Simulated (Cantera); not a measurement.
A closed system holds: 1 mol SiCl4, 2 mol NH3, 13 mol N2, at 1425 °C and 0.0503 Torr.

These are equilibrium values from Cantera (NASA tables, ideal gas, pure condensed phases), not measurements of a reactor. Candidate condensed phases: NH4Cl, Si, Si3N4; 28 gas species. The tables' values for SiCl, SiCl3 are old estimates; treat these amounts as uncertain. The numbers say what is thermodynamically allowed, not how fast it happens.

Base state: N2 0.732, HCl 0.103, H2 0.102, SiCl2 0.0503, H 0.00566, Cl 0.00444, Si 0.00132, SiCl 0.000573 (mole fractions); condensed: gas only.

Question: What changes in the equilibrium state with this change: pressure from 0.0503 Torr to 2.85 Torr?

Answer: 
```csv
species,before,after
N2,0.732,0.737
H2,0.102,0.106
HCl,0.103,0.104
H,0.00566,0.000763
Cl,0.00444,0.000584
SiCl2,0.0503,0.0517
SiCl4,4.58e-7,2.62e-5
Si,0.00132,2.43e-5
SiCl3,0.000108,0.000827
```
The tables' values for SiCl3, SiCl are old estimates; treat these amounts as uncertain.
